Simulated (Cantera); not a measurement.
What does this Cantera script print?

```python
import numpy as np
import cantera as ct

gas_names = """
    C CH CH2 CH3 CH2OH CH3O CH4 CH3OH CO CO2 COOH C2 C2H CHCO,ketyl C2H2,acetylene C2H2,vinylidene
    CH2CO,ketene C2H3,vinyl CH3CO,acetyl C2H4 C2H4O,ethylen CH3CHO,ethanal CH3COOH (HCOOH)2 C2H5 C2H6
    CH3OCH3 C2H5OH C2O C3 C3H3,propargyl C3H4,allene C3H4,propyne C3H4,cyclo- C3H5,allyl C3H6,propylene
    C3H6,cyclo- C3H6O C3H7,n-propyl C3H7,i-propyl C3H8 C3H8O,1propanol C3H8O,2propanol C3O2 C4 C4H2
    C4H4,1,3-cyclo- C4H6,butadiene C4H6,2-butyne C4H6,cyclo- C4H8,1-butene C4H8,cis2-buten
    C4H8,tr2-butene C4H8,isobutene C4H8,cyclo- (CH3COOH)2 C4H9,n-butyl C4H9,i-butyl C4H9,s-butyl
    C4H9,t-butyl C4H10,isobutane C4H10,n-butane C5 C5H6,1,3cyclo- C5H8,cyclo- C5H10,1-pentene
    C5H10,cyclo- C5H11,pentyl C5H11,t-pentyl C5H12,n-pentane C5H12,i-pentane CH3C(CH3)2CH3 C6H2
    C6H5,phenyl C6H5O,phenoxy C6H6 C6H5OH,phenol C6H10,cyclo- C6H12,1-hexene C6H12,cyclo- C6H13,n-hexyl
    C7H7,benzyl C7H8 C7H8O,cresol C7H14,1-heptene C7H15,n-heptyl C7H16,n-heptane C8H8,styrene
    C8H10,ethylbenz C8H16,1-octene C8H17,n-octyl C8H18,isooctane C8H18,n-octane C9H19,n-nonyl
    C10H8,naphthale C10H21,n-decyl C12H9,o-bipheny C12H10,bipheny H HCO HO2 H2 HCHO,formaldehy HCOOH H2O
    H2O2 O OH O2 O3 Ti TiO TiO2
""".split()
cond_names = """
    C(gr) C6H6(L) C7H8(L) C8H18(L),n-octa H2O(s) H2O(L) Ti(a) Ti(b) Ti(L) TiC(s) TiC(L) TiO(a) TiO(b)
    TiO(L) TiO2(ru) TiO2(L) Ti2O3(a) Ti2O3(b) Ti2O3(L) Ti3O5(a) Ti3O5(b) Ti3O5(L) Ti4O7(s) Ti4O7(L)
""".split()


def load(file, names, dense=False):
    # The tables refer to 1 bar. Condensed volumes are neglected.
    table = {s.name: s for s in ct.Species.list_from_file(file)}
    out = []
    for n in names:
        d = dict(table[n].input_data)
        d["thermo"] = dict(d["thermo"], **{"reference-pressure": 1e5})
        if dense:
            d["equation-of-state"] = {"model": "constant-volume", "density": "1e6 g/cm^3"}
        out.append(ct.Species.from_dict(d))
    return out


gas = ct.Solution(thermo="ideal-gas", species=load("nasa_gas.yaml", gas_names))
cond = {s.name: ct.Solution(thermo="fixed-stoichiometry", species=[s], name=s.name)
        for s in load("nasa_condensed.yaml", cond_names, dense=True)}
atoms = {
    'Ti(OiPr)4': {'Ti': 1, 'C': 12, 'H': 28, 'O': 4},
    'H2': {'H': 2},
}
top_T = {'C(gr)': 4500}  # K; cautious upper limits of use, not melting points


def equilibrate(T, P, feed):
    n = {}
    for name, mol in feed.items():
        for a, k in atoms[name].items():
            n[a] = n.get(a, 0.0) + k * mol
    gas.TPX = T, P, n
    mass = sum(n.values()) * gas.mean_molecular_weight
    gas.equilibrate("TP")
    valid = [c for c in cond.values() if c.min_temp <= T <= top_T.get(c.name, c.max_temp)]
    mix = ct.Mixture([(gas, mass / gas.mean_molecular_weight)] + [(c, 0.0) for c in valid])
    mix.T, mix.P = T, P
    mix.equilibrate("TP", solver="vcs", rtol=1e-11, max_steps=5000)
    return mix


results = []
feed = {'Ti(OiPr)4': 1, 'H2': 1.3}  # mol
T = 1873  # K
P = 10000  # Pa
mix = equilibrate(T, P, feed)
results.append((T, P, feed, dict(zip(mix.species_names, mix.species_moles))))
x = sorted(zip(gas.X, gas.species_names), reverse=True)
print(f"T = {T:g} K  P = {P:g} Pa  gas = {mix.phase_moles(0):.4g} mol")
print("   x: " + "  ".join(f"{s} {v:.3e}" for v, s in x if v > 1e-05))
print("   condensed (mol): " + ("  ".join(f"{mix.phase(i).name} {mix.phase_moles(i):.4g}"
      for i in range(1, mix.n_phases) if mix.phase_moles(i) > 1e-12) or "none"))
```

Output:

```
T = 1873 K  P = 10000 Pa  gas = 19.32 mol
   x: H2 7.908e-01  CO 2.071e-01  H 1.815e-03  C2H2,acetylene 2.468e-04  CH4 3.813e-05
   condensed (mol): C(gr) 6.99  TiC(s) 1
```

These are equilibrium values from Cantera (NASA tables, ideal gas, pure condensed phases), not measurements of a reactor. The feed counts by its element totals alone. TiC: taken at fixed stoichiometry.
